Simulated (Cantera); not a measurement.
**Equilibrium for calcination and drying: MgSO4 + CO2 + H2O**

A closed system holds: 1 mol MgSO4, 3.4 mol CO2, 0.58 mol H2O, at 727 °C.

Cantera equilibrium calculation (NASA polynomials, part measured and part estimated; ideal gas, pure solids and liquids). Candidate condensed phases: C, C6H6, C7H8, C8H18, H2O, H2SO4, Mg, MgCO3, MgO, Mg(OH)2, MgS, MgSO4, S; 130 gas species. Rates play no part.

From 0.000100 bar to 0.00130 bar the condensed part is MgO(s). From 0.00460 bar to 10.0 bar the condensed part is MgO(s) + MgSO4(s).

```csv
P (Pa),x CO2,x SO2,x H2O,x O2,n MgO(s),n MgSO4(s)
10,0.621,0.182,0.106,0.0908,1.00,0
36,0.621,0.181,0.106,0.0904,1.00,0
130,0.622,0.179,0.106,0.0897,1.00,0
460,0.783,0.0547,0.134,0.0273,0.242,0.758
1700,0.835,0.0148,0.142,0.00740,0.0615,0.939
6000,0.849,0.00419,0.145,0.00210,0.0171,0.983
22000,0.853,0.00114,0.145,0.000572,0.00465,0.995
77000,0.854,0.000327,0.146,0.000163,0.00133,0.999
280000,0.854,8.99e-5,0.146,4.49e-5,0.000365,1.000
1000000,0.854,2.52e-5,0.146,1.26e-5,0.000102,1.000
```
x: gas mole fraction; n: condensed amount in mol.
